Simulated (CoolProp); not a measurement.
Vapour-liquid equilibrium of n-hexane (1) + n-decane (2) at 0.0259 bar; x and y are mole fractions of (1).

Computed with CoolProp (multi-fluid Helmholtz-energy mixture model, Thol 2019 and Lemmon 2006; pair parameters Kunz 2012).

```tsv
x	bubble temperature, mixture model (K)	bubble temperature, Raoult's law (K)	y, mixture model	y, Raoult's law
0.05	316.8	315.7	0.776	0.792
0.15	294.4	293.6	0.954	0.957
0.25	283.9	283.3	0.982	0.982
0.35	277.2	276.8	0.991	0.991
0.45	272.4	272.2	0.995	0.995
0.55	268.6	268.5	0.997	0.997
0.65	265.7	265.6	0.998	0.998
0.75	263.2	263.1	0.999	0.999
0.85	261.0	261.0	0.999	0.999
0.95	259.2	259.2	1.000	1.000
```

The largest gap from Raoult's law is +1.1 K in bubble temperature, at x = 0.05. No azeotrope shows between x = 0.05 and 0.95.

Pair parameters are fitted to limited data, so mixtures are less certain than the pure fluids.
